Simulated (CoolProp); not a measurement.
Saturated liquid density (kg/m³) of isopentane: the reference equation beside estimates from Tc = 460.3 K, pc = 3.378 MPa, ω = 0.227. Rackett uses Z = 0.29056 − 0.08775 ω.

Model: reference Helmholtz-energy equation of state, Lemmon 2006, in CoolProp. It is a short technical equation, of lower accuracy than the large ones.

| T (K) | reference | Rackett | van der Waals | Soave-Redlich-Kwong |
|---|---|---|---|---|
| 288.8 | 624.4 | 630.7 | 385.1 | 581.1 |
| 296 | 617.2 | 623.2 | 380.6 | 574.0 |
| 303.3 | 609.7 | 615.4 | 376.0 | 566.5 |
| 310.5 | 602.2 | 607.6 | 371.4 | 558.8 |
| 317.7 | 594.5 | 599.6 | 366.6 | 550.8 |
| 325 | 586.6 | 591.3 | 361.6 | 542.4 |
| 332.2 | 578.6 | 582.9 | 356.5 | 533.7 |
| 339.4 | 570.3 | 574.3 | 351.2 | 524.7 |
| 346.7 | 561.7 | 565.3 | 345.7 | 515.1 |

Absolute difference from the reference over all 9 rows, mean and median: Rackett 0.8 and 0.9 %, van der Waals 38.4 and 38.3 %, Soave-Redlich-Kwong 7.5 and 7.4 %.
